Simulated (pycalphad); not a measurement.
# Effect of Mg content in Al-Si-Mg

Computed with pycalphad from the COST 507 light-alloy database (1999), at 1 atm. The database dates from 1999; later assessments differ in places, in temperatures and in the compounds included. Amounts are mole fractions of atoms. Kinetics are ignored, which matters at the lower temperatures.

```csv
alloy,liquidus (K),first solid,solidus (K),phases at 450 K
Al-1.305Si-3.198Mg (wt.%),910,fcc,865,"fcc 0.96, MG2SI 0.04"
Al-1.307Si-4.806Mg (wt.%),903,fcc,865,"fcc 0.96, MG2SI 0.04"
Al-1.31Si-6.419Mg (wt.%),895,fcc,851,"fcc 0.92, ALMG_BETA 0.04, MG2SI 0.04"
Al-1.319Si-12.93Mg (wt.%),862,fcc,766,"fcc 0.72, ALMG_BETA 0.24, MG2SI 0.04"
```

Database names, with the compositions (at.%) that they take in these runs: MG2SI: Mg 67 Si 33; ALMG_BETA: Al 61 Mg 39.
